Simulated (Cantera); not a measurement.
Feed: 1 mol KCl, 11 mol H2, 0.081 mol HCl, at 80.0 Pa.

Equilibrium computed with Cantera from the NASA thermochemical tables; the gas is ideal and each condensed phase is pure. Candidate condensed phases: K, KCl; 10 gas species. Equilibrium is a limit: real reactors are often held back by kinetics, nucleation or transport.

x: gas mole fraction; n: condensed amount in mol.

| T (K) | x H2 | x KCl | x K2Cl2 | x HCl | x K | x H | x Cl | n KCl(s) |
|---|---|---|---|---|---|---|---|---|
| 675 | 0.993 | 7.49e-7 | 6.04e-8 | 0.00731 | <1e-12 | <1e-12 | <1e-12 | 1.000 |
| 775 | 0.993 | 0.000104 | 1.65e-5 | 0.00731 | <1e-12 | 3.49e-11 | <1e-12 | 0.998 |
| 875 | 0.987 | [?] | [?] | 0.00727 | [?] | [?] | [?] | [?] |
| 975 | 0.923 | [?] | [?] | 0.00680 | [?] | [?] | [?] | 0 |
| 1075 | 0.913 | 0.0767 | 0.00315 | 0.00673 | 3.19e-6 | 4.96e-7 | 3.30e-9 | 0 |
| 1175 | 0.911 | 0.0815 | 0.000627 | 0.00673 | 2.51e-5 | 4.14e-6 | 2.67e-8 | 0 |
| 1275 | 0.911 | 0.0823 | 0.000149 | 0.00684 | 0.000135 | 2.49e-5 | 1.59e-7 | 0 |

Question: What belongs in the gaps?

Answer: 
- 975, x KCl: 0.0563
- 975, x K2Cl2: 0.0138
- 975, x K: 2.09e-7
- 975, x H: 3.89e-8
- 975, x Cl: 2.69e-10
- 875, x KCl: 0.00449
- 875, x K2Cl2: 0.00117
- 875, x K: 8.30e-10
- 875, x H: 1.76e-9
- 875, x Cl: 1.28e-11
- 875, n KCl(s): 0.924
